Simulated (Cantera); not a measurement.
An adiabatic, constant-volume homogeneous reactor starts with CO : H2 : CH4 : O2 : N2 = 1 : 0.24 : 1.2 : 6.86 : 25.8 (molar parts), at 1025 K and 24.0 bar.

Cantera simulation using GRI-Mech 3.0 (53 species, 325 reactions); the numbers are that mechanism's predictions, not measurements. The pressure lies above the range GRI-Mech 3.0 was tuned for (to about 10 atm).

**Question.** Predict: time of steepest temperature rise; temperature at 0.300 s; equilibrium temperature; x(CO) at 0.300 s; x(H2) at 0.300 s; x(H) at 0.300 s.

**Answer.** 
- time of steepest temperature rise: 7.65 ms
- temperature at 0.300 s: 2260 K
- equilibrium temperature: 2260 K
- x(CO) at 0.300 s: 0.000244 (gas-phase equilibrium 0.000244)
- x(H2) at 0.300 s: 5.32e-5 (gas-phase equilibrium 5.32e-5)
- x(H) at 0.300 s: 7.96e-6 (gas-phase equilibrium 7.96e-6)
